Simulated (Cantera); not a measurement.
Cantera run:

```python
import numpy as np
import cantera as ct

gas_names = [...]  # 109 gases of nasa_gas.yaml made of C, Cl, H, Si
cond_names = """
    C(gr) C6H6(L) C7H8(L) C8H18(L),n-octa Si(cr) Si(L) SiC(b)
""".split()


# ... load() reads the species with a 1 bar reference pressure and builds the phases ...
atoms = {
    'SiHCl3': {'Si': 1, 'H': 1, 'CL': 3},
    'C3H8': {'C': 3, 'H': 8},
    'H2': {'H': 2},
}
top_T = {'C(gr)': 4500, 'SiC(b)': 3050}  # K; cautious upper limits of use, not melting points


# ... equilibrate(T, P, feed) seeds the gas with the atoms and calls Mixture.equilibrate('TP', solver="vcs", rtol=1e-11, max_steps=5000) ...
results = []
T = 2200  # K
P = 133.322  # Pa
for m in [9.1, 22, 35, 47, 60, 73, 86]:
    feed = {'SiHCl3': 1, 'C3H8': 0.36, 'H2': m}  # mol
    mix = equilibrate(T, P, feed)
    results.append((T, P, feed, dict(zip(mix.species_names, mix.species_moles))))

top = {s: max(r[3][s] / sum(r[3][g] for g in gas_names) for r in results) for s in gas_names}
cols = sorted((s for s in top if top[s] > 0.001), key=lambda s: -top[s])[:6]
seen = [c for c in cond_names if any(r[3].get(c, 0) > 1e-12 for r in results)]
print("log10 of partial pressures in bar; condensed amounts in mol")
print(f"{'n(H2)':>10s}" + "".join(f"{s[:9]:>10s}" for s in cols + seen))
for T, P, feed, n in results:
    ng = sum(n[g] for g in gas_names)
    print(f"{feed['H2']:10.4g}" + "".join(f"{np.log10(max(n[s] / ng * P / 1e5, 1e-99)):10.3f}" for s in cols)
          + "".join(f"{n.get(c, 0):10.4g}" for c in seen))
```

It prints:

```
log10 of partial pressures in bar; condensed amounts in mol
     n(H2)        H2       HCL         H        Si        CL     SiCL2     C(gr)    SiC(b)
       9.1    -3.071    -3.649    -3.785    -4.403    -4.501    -4.911    0.6122    0.3164
        22    -3.011    -3.926    -3.755    -4.455    -4.808    -5.578    0.7902         0
        35    -2.988    -4.089    -3.743    -4.600    -4.983    -6.072    0.7275         0
        47    -2.977    -4.200    -3.738    -4.703    -5.099    -6.407    0.6712         0
        60    -2.970    -4.296    -3.735    -4.793    -5.198    -6.695    0.6103         0
        73    -2.966    -4.374    -3.732    -4.867    -5.279    -6.931    0.5493         0
        86    -2.963    -4.440    -3.731    -4.931    -5.347    -7.130    0.4881         0
```

Equilibrium computed with Cantera from the NASA thermochemical tables; the gas is ideal and each condensed phase is pure. The tables' values for SiCl are old estimates; treat these amounts as uncertain. Gases not in the tables: Si2H6 and higher silanes.
